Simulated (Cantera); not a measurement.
Input (Python, Cantera) and output of one run.

```python
import numpy as np
import cantera as ct

gas_names = [...]  # 136 gases of nasa_gas.yaml made of C, H, N, O
cond_names = """
    C(gr) C6H6(L) C7H8(L) C8H18(L),n-octa H2O(s) H2O(L)
""".split()


# ... load() reads the species with a 1 bar reference pressure and builds the phases ...
atoms = {
    'CH3OH': {'C': 1, 'H': 4, 'O': 1},
    'H2O': {'H': 2, 'O': 1},
    'N2': {'N': 2},
}
top_T = {'C(gr)': 4500}  # K; cautious upper limits of use, not melting points


# ... equilibrate(T, P, feed) seeds the gas with the atoms and calls Mixture.equilibrate('TP', solver="vcs", rtol=1e-11, max_steps=5000) ...
results = []
feed = {'CH3OH': 1, 'H2O': 1.9, 'N2': 22}  # mol
P = 140000  # Pa
for T in [550, 700, 850, 1000, 1150, 1300, 1450, 1600, 1750, 1900]:
    mix = equilibrate(T, P, feed)
    results.append((T, P, feed, dict(zip(mix.species_names, mix.species_moles))))

top = {s: max(r[3][s] / sum(r[3][g] for g in gas_names) for r in results) for s in gas_names}
cols = sorted((s for s in top if top[s] > 1e-05), key=lambda s: -top[s])[:5]
seen = [c for c in cond_names if any(r[3].get(c, 0) > 1e-12 for r in results)]
print("log10 of partial pressures in bar; condensed amounts in mol")
print(f"{'T/K':>10s}" + "".join(f"{s[:9]:>10s}" for s in cols + seen))
for T, P, feed, n in results:
    ng = sum(n[g] for g in gas_names)
    print(f"{T:10.4g}" + "".join(f"{np.log10(max(n[s] / ng * P / 1e5, 1e-99)):10.3f}" for s in cols)
          + "".join(f"{n.get(c, 0):10.4g}" for c in seen))
```

Result:

```
log10 of partial pressures in bar; condensed amounts in mol
       T/K        N2        H2       H2O        CO       CH4
       550     0.082    -1.921    -0.901    -4.557    -1.419
       700     0.073    -1.177    -1.015    -2.681    -1.636
       850     0.060    -0.892    -1.152    -1.731    -2.613
      1000     0.059    -0.894    -1.124    -1.550    -4.529
      1150     0.059    -0.912    -1.095    -1.474    -6.074
      1300     0.059    -0.925    -1.076    -1.430    -7.272
      1450     0.059    -0.934    -1.063    -1.402    -8.224
      1600     0.059    -0.940    -1.054    -1.383    -8.996
      1750     0.059    -0.946    -1.048    -1.369    -9.632
      1900     0.059    -0.950    -1.043    -1.360   -10.164
```

Equilibrium computed with Cantera from the NASA thermochemical tables; the gas is ideal and each condensed phase is pure.
